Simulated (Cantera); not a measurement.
Feed: 1 mol Si(CH₃)₄, 0.33 mol C₂H₄, 250 mol H₂, equilibrated at 1073.15 K.

Method: chemical equilibrium by Gibbs-energy minimisation in Cantera with the NASA 1993 tables (ideal gas, pure condensed phases). Candidate condensed phases: C, C₆H₆, C₇H₈, C₈H₁₈, Si, SiC; 87 gas species. Rates play no part.

### Question
Which condensed phases are stable at each of these points (P (Pa)): 100, 240, 560, 1300, 3200, 7500, 18000, 42000, 100000?

### Answer
```json
[
 {"P (Pa)": "100", "condensed phases": "C(graphite) + SiC(s)", "Si condensed (%)": "100.0"},
 {"P (Pa)": "240", "condensed phases": "C(graphite) + SiC(s)", "Si condensed (%)": "100.0"},
 {"P (Pa)": "560", "condensed phases": "C(graphite) + SiC(s)", "Si condensed (%)": "100.0"},
 {"P (Pa)": "1300", "condensed phases": "C(graphite) + SiC(s)", "Si condensed (%)": "100.0"},
 {"P (Pa)": "3200", "condensed phases": "C(graphite) + SiC(s)", "Si condensed (%)": "100.0"},
 {"P (Pa)": "7500", "condensed phases": "C(graphite) + SiC(s)", "Si condensed (%)": "100.0"},
 {"P (Pa)": "18000", "condensed phases": "C(graphite) + SiC(s)", "Si condensed (%)": "100.0"},
 {"P (Pa)": "42000", "condensed phases": "SiC(s)", "Si condensed (%)": "100.0"},
 {"P (Pa)": "100000", "condensed phases": "SiC(s)", "Si condensed (%)": "100.0"}
]
```

From 0.00100 bar to 0.180 bar the condensed part is C(graphite) + SiC(s). From 0.420 bar to 1.00 bar the condensed part is SiC(s).
